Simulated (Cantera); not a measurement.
Gas mixture: 100 % NO, at 0.0840 bar, frozen composition.

Cantera's kinetic-theory transport with the Lennard-Jones parameters of GRI-Mech 3.0, ideal gas; thermal conductivity in the mixture-averaged form. The composition is frozen, though it would react at the higher temperatures.

D: mixture-averaged diffusion coefficient of that species in the mixture.

```csv
T (K),ρ (kg/m³),cp (J/kg/K),μ (µPa s),λ (mW/m/K),Pr,D (cm²/s) NH₃,D (cm²/s) OH,D (cm²/s) H₂O
400,0.0758,998.6,23.1,32.4,0.712,4.55,6.23,4.72
650,0.0466,1054,32.3,48.2,0.706,11.0,14.2,11.6
900,0.0337,1114,40.1,63.0,0.708,19.5,24.5,20.6
1150,0.0264,1153,47.0,76.7,0.707,29.7,36.8,31.6
1400,0.0217,1181,53.4,89.4,0.706,41.5,51.0,44.2
1650,0.0184,1202,59.4,101,0.706,54.8,67.0,58.4
1900,0.0160,1219,65.1,112,0.706,69.4,84.6,74.0
2150,0.0141,1231,70.5,123,0.706,…,…,…
2400,0.0126,1240,75.7,…,0.705,…,…,…
```

Task: Fill in the missing entries.

Result: 
- 2150, D (cm²/s) NH₃: 85.3
- 2150, D (cm²/s) OH: 104
- 2150, D (cm²/s) H₂O: 91.1
- 2400, λ (mW/m/K): 133
- 2400, D (cm²/s) NH₃: 102
- 2400, D (cm²/s) OH: 125
- 2400, D (cm²/s) H₂O: 109
